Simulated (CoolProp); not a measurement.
Vapour-liquid equilibrium of n-butane (1) + cyclohexane (2) at 113.95 °C; x and y are mole fractions of (1).

Model: multi-fluid Helmholtz-energy mixture model, Bücker 2006 and Zhou 2014; pair parameters Bell 2016, in CoolProp.

```
x     bubble pressure (MPa)  y at the bubble point  dew pressure at overall composition x (MPa)  liquid density (mol/L)
----  ---------------------  ---------------------  -------------------------------------------  ----------------------
0.05                 0.3073                  0.215                                       0.2607                   8.163
0.2                     [?]                  0.583                                       0.3022                     [?]
0.35                 0.7541                    [?]                                       0.3599                   8.260
0.5                   1.013                  0.848                                       0.4454                   8.250
0.65                  1.281                    [?]                                          [?]                     [?]
0.8                   1.559                  0.949                                       0.8603                   8.023
0.95                  1.867                  0.987                                        1.566                   7.718
```

**Question.** Fill in the missing entries.

**Answer.** 
- 0.2, bubble pressure (MPa): 0.5133
- 0.2, liquid density (mol/L): 8.227
- 0.35, y at the bubble point: 0.755
- 0.65, y at the bubble point: 0.907
- 0.65, dew pressure at overall composition x (MPa): 0.5859
- 0.65, liquid density (mol/L): 8.181

No azeotrope shows between x = 0.05 and 0.95.

Pair parameters are fitted to limited data, so mixtures are less certain than the pure fluids.
